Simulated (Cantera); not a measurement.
What does this Cantera script print?

```python
import numpy as np
import cantera as ct

gas = ct.Solution("h2o2.yaml")
gas.TPX = 1200, 23000, {'H2': 1.7, 'O2': 1, 'N2': 2.2}
inlet = ct.Reservoir(gas, clone=True)

reactor = ct.IdealGasConstPressureReactor(gas, energy="off", clone=False)
exhaust = ct.Reservoir(gas, clone=True)
tau = [1.8, 0.74, 0.31, 0.13, 0.053, 0.022, 0.0091, 0.0038, 0.0016, 0.00064, 0.00027][0]
for a, b in ((inlet, reactor), (reactor, exhaust)):
    ct.MassFlowController(a, b, mdot=lambda t: reactor.mass / tau)
net = ct.ReactorNet([reactor])
show = ['H2', 'O2', 'OH', 'HO2', 'H', 'H2O', 'O']

rows = []
print(f"{'tau/s':>10s}{'T/K':>9s}" + "".join(f"{s:>11s}" for s in show))
for tau in [1.8, 0.74, 0.31, 0.13, 0.053, 0.022, 0.0091, 0.0038, 0.0016, 0.00064, 0.00027]:
    net.initial_time = 0.0
    net.advance(30 * tau)
    before = gas.X
    net.advance(40 * tau)
    drift = np.max(np.abs(gas.X - before) / (gas.X + 1e-9))
    rows.append([gas.T, *gas[show].X, drift])
    print(f"{tau:10.3e}{gas.T:9.1f}" + "".join(f"{x:11.3e}" for x in gas[show].X))
```

Result:

```
     tau/s      T/K         H2         O2         OH        HO2          H        H2O          O
 1.800e+00   1200.0  4.097e-04  3.714e-02  2.993e-04  5.356e-06  2.344e-05  4.190e-01  3.281e-05
 7.400e-01   1200.0  7.348e-04  3.726e-02  4.054e-04  7.850e-06  5.693e-05  4.186e-01  6.136e-05
 3.100e-01   1200.0  1.292e-03  3.748e-02  5.473e-04  1.061e-05  1.350e-04  4.177e-01  1.128e-04
 1.300e-01   1200.0  2.247e-03  3.788e-02  7.395e-04  1.336e-05  3.175e-04  4.163e-01  2.055e-04
 5.300e-02   1200.0  3.930e-03  3.863e-02  1.008e-03  1.592e-05  7.572e-04  4.137e-01  3.769e-04
 2.200e-02   1200.0  6.682e-03  3.992e-02  1.363e-03  1.812e-05  1.737e-03  4.093e-01  6.733e-04
 9.100e-03   1200.0  1.112e-02  4.215e-02  1.835e-03  2.016e-05  3.870e-03  4.018e-01  1.186e-03
 3.800e-03   1200.0  1.788e-02  4.575e-02  2.441e-03  2.227e-05  8.166e-03  3.896e-01  2.037e-03
 1.600e-03   1200.0  2.764e-02  5.132e-02  3.196e-03  2.464e-05  1.612e-02  3.705e-01  3.402e-03
 6.400e-04   1200.0  4.220e-02  6.013e-02  4.163e-03  2.747e-05  3.061e-02  3.400e-01  5.650e-03
 2.700e-04   1200.0  6.092e-02  7.186e-02  5.175e-03  3.014e-05  5.094e-02  2.996e-01  8.617e-03
```

Computed with Cantera and the H2/O2 subset of GRI-Mech 3.0, which has no nitrogen chemistry. The temperature is held fixed by assumption; the heat of reaction is taken as removed at once.
